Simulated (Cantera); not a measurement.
What does this Cantera script print?

```python
import numpy as np
import cantera as ct

gas = ct.Solution("gri30.yaml")
gas.TPX = 1475, 2666, {'CH4': 1, 'N2': 160}
reactor = ct.IdealGasConstPressureReactor(gas, energy="off", clone=False)
net = ct.ReactorNet([reactor])
net.rtol, net.atol = 1e-08, 1e-18
show = ['CH4', 'CH3', 'CH2', 'C2H4', 'H', 'C2H6', 'C2H']
times = np.geomspace(0.0004, 50, 11)

steps = ct.SolutionArray(gas, extra=["t"])
rows = []
print(f"{'t/s':>10s}{'T/K':>9s}{'P/Pa':>11s}" + "".join(f"{s:>11s}" for s in show))
for t in times:
    while net.time < t:
        t_next = net.step()
        steps.append(gas.state, t=t_next)
    rows.append([np.interp(t, steps.t, y) for y in (steps.T, steps.P, *steps(*show).X.T)])
    print(f"{t:10.3e}{rows[-1][0]:9.1f}{rows[-1][1]:11.4g}" + "".join(f"{x:11.3e}" for x in rows[-1][2:]))
rate = np.gradient(steps.T, steps.t)
print("integrator steps:", len(steps.t))
if steps.T.max() > steps.T[0] + 200:
    print(f"time of steepest temperature rise: {steps.t[rate.argmax()]:.4e} s")
gas.TPX = 1475, 2666, {'CH4': 1, 'N2': 160}
gas.equilibrate("TP")
print(f"equilibrium (TP): T = {gas.T:.1f} K  " + "  ".join(f"{s} {gas[s].X[0]:.3e}" for s in show))
```

Output:

```
       t/s      T/K       P/Pa        CH4        CH3        CH2       C2H4          H       C2H6        C2H
 4.000e-04   1475.0       2666  6.211e-03  1.771e-08  4.879e-15  2.273e-15  7.273e-09  2.407e-15  6.057e-28
 1.293e-03   1475.0       2666  6.211e-03  7.060e-08  8.779e-14  1.445e-13  1.019e-08  1.241e-13  6.256e-25
 4.183e-03   1475.0       2666  6.211e-03  2.508e-07  8.055e-13  6.774e-12  1.041e-08  5.191e-12  3.616e-22
 1.352e-02   1475.0       2666  6.210e-03  8.340e-07  6.074e-12  2.540e-10  1.045e-08  1.690e-10  1.512e-19
 4.373e-02   1475.0       2666  6.208e-03  2.712e-06  5.191e-11  8.787e-09  1.083e-08  4.187e-09  5.598e-17
 1.414e-01   1475.0       2666  6.202e-03  8.670e-06  4.751e-10  2.887e-07  1.490e-08  6.891e-08  1.826e-14
 4.573e-01   1475.0       2666  6.164e-03  2.656e-05  3.980e-09  8.438e-06  5.746e-08  7.671e-07  2.626e-12
 1.479e+00   1475.0       2666  5.705e-03  6.111e-05  1.993e-08  1.334e-04  5.439e-07  4.226e-06  1.324e-10
 4.782e+00   1475.0       2666  3.859e-03  4.501e-05  1.779e-08  1.056e-04  2.138e-06  2.206e-06  1.066e-09
 1.546e+01   1475.0       2666  1.897e-03  2.260e-05  9.964e-09  1.870e-05  3.872e-06  5.277e-07  2.060e-09
 5.000e+01   1475.0       2666  6.038e-04  8.380e-06  4.506e-09  2.243e-06  5.783e-06  6.860e-08  3.097e-09
integrator steps: 968
equilibrium (TP): T = 1475.0 K  CH4 3.235e-07  CH3 5.428e-09  CH2 3.620e-12  C2H4 1.343e-08  H 7.694e-06  C2H6 3.472e-14  C2H 2.002e-10
```

Cantera simulation using GRI-Mech 3.0 (53 species, 325 reactions); the numbers are that mechanism's predictions, not measurements. GRI-Mech 3.0 stops at C3 and has no aromatics, soot or wall deposition, so with more carbon than oxygen in the feed, carbon stays in small species such as C2H2 where larger ones or solid carbon would form. Radical loss at walls, strong at low pressure, is not modelled.
